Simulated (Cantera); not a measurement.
## Low-pressure radical oxidation in H2/O2

An isothermal, constant-pressure homogeneous reactor starts with H2 : O2 : H2O = 0.027 : 1 : 0.0025 (molar parts), equivalence ratio 0.013, at 1000 K and 9.00 Torr.

Computed with Cantera and GRI-Mech 3.0 (53 species, 325 reactions). Radical loss at walls, strong at low pressure, is not modelled.

| t (s) | x H2 | x O2 | x H2O | x H | x H2O2 |
|---|---|---|---|---|---|
| 5.00e-5 | 0.0262 | 0.971 | 0.00243 | 9.55e-12 | <1e-12 |
| 0.000198 | 0.0262 | 0.971 | 0.00243 | 2.93e-11 | <1e-12 |
| 0.000783 | 0.0262 | 0.971 | 0.00243 | 1.30e-10 | <1e-12 |
| 0.00310 | 0.0262 | 0.971 | 0.00243 | 8.83e-9 | <1e-12 |
| 0.0122 | 0.00715 | 0.959 | 0.0179 | 0.00514 | 2.30e-7 |
| 0.0485 | 0.000146 | 0.965 | 0.0281 | 0.000817 | 4.86e-8 |
| 0.192 | 1.74e-5 | 0.970 | 0.0289 | 3.52e-5 | 4.09e-8 |
| 0.758 | 1.25e-6 | 0.971 | 0.0290 | 7.79e-7 | 2.26e-8 |
| 3.00 | 1.03e-7 | 0.971 | 0.0290 | 2.20e-8 | 7.69e-9 |
x: mole fraction; the columns are a selection and need not sum to one.

Equilibrium at this temperature and pressure: H2 2.37e-11, O2 0.971, H2O 0.0290, H <1e-12, H2O2 8.83e-12 (gas phase only).
